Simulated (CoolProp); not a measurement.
Ethylbenzene along the isobar 11000 kPa: fugacity coefficient from the reference equation and from simpler models built on Tc = 617.1 K, pc = 3622 kPa, ω = 0.304; each cubic takes its own stable root.

The numbers come from the reference Helmholtz-energy equation of state, Zhou 2012 in CoolProp.

| T (K) | phase | reference |
|---|---|---|
| 507.3 | liquid | 0.08991 |
| 523.4 | liquid | 0.1119 |
| 539.5 | liquid | 0.1368 |
| 555.6 | liquid | 0.1643 |
| 571.7 | liquid | 0.1943 |
| 587.8 | liquid | 0.2266 |
| 603.9 | liquid | 0.2607 |
| 620 | supercritical | 0.2963 |

Task: How far does each simpler model (van der Waals, Redlich-Kwong, Soave-Redlich-Kwong, Peng-Robinson) lie from the reference over these 8 states: mean and median of the absolute difference, and the worst?

Result: 
- van der Waals: mean 64.1 %, median 57.2 %, worst +125.1 % at 507.3 K and 11000 kPa
- Redlich-Kwong: mean 22.6 %, median 21.3 %, worst +40.3 % at 507.3 K and 11000 kPa
- Soave-Redlich-Kwong: mean 9.3 %, median 9.4 %, worst +9.5 % at 587.8 K and 11000 kPa
- Peng-Robinson: mean 1.7 %, median 1.8 %, worst +1.9 % at 603.9 K and 11000 kPa
